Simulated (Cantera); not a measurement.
A closed system holds: 1 mol BN, 1.7 mol Cl₂, equilibrated at 1373.15 K and 10000 Pa.

Cantera equilibrium calculation (NASA polynomials, part measured and part estimated; ideal gas, pure solids and liquids). The numbers say what is thermodynamically allowed, not how fast it happens.

```csv
species,before,after
BCl₃,0.581,0.575
N₂,0.291,0.287
Cl₂,0.104,0.0917
Cl,0.0235,0.0465
```
Gas species are given as mole fractions.

Question: What was changed between the two runs?
(A) temperature from 1373.15 K to 1473 K
(B) temperature from 1373.15 K to 1773.15 K
(C) temperature from 1373.15 K to 825 K
(D) temperature from 1373.15 K to 1773 K

Answer: A, temperature from 1373.15 K to 1473 K
